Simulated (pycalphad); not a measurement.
Computed with pycalphad from the COST 507 light-alloy database (1999), at 1 atm. The database dates from 1999; later assessments differ in places, in temperatures and in the compounds included. Kinetics are ignored, which matters at the lower temperatures.

Molar enthalpy of Ti-15.02Hf-0.02817B (wt.%) in equilibrium (SER reference):

```csv
T (K),H (kJ/mol),phases
2850,112.06,LIQUID
2650,102.83,LIQUID
2450,93.60,LIQUID
2250,84.37,LIQUID
2050,75.14,LIQUID
1950,70.53,LIQUID
1850,52.51,BCC_A2
1750,48.96,BCC_A2
1650,45.55,BCC_A2
1450,39.08,BCC_A2
1250,32.98,BCC_A2 + BM
1050,22.64,HCP_A3 + BM
850,16.17,HCP_A3 + BM
650,10.06,HCP_A3 + BM
```

Cooling from 1950 K to 1850 K, across the freezing range, releases 18.0 kJ/mol, or 336 J/g. The slope is 46 J/(mol K) in the liquid and 35 J/(mol K) just below the solidus, where it includes any heat of precipitation. Liquidus 1929 K, solidus 1856 K. Changes were sought between steps of 100 K, so a narrower field can be missed.

Database names, with the compositions (at.%) that they take in these runs: BM: Ti 50 B 50. BCC_A2 is bcc; HCP_A3 is hcp.
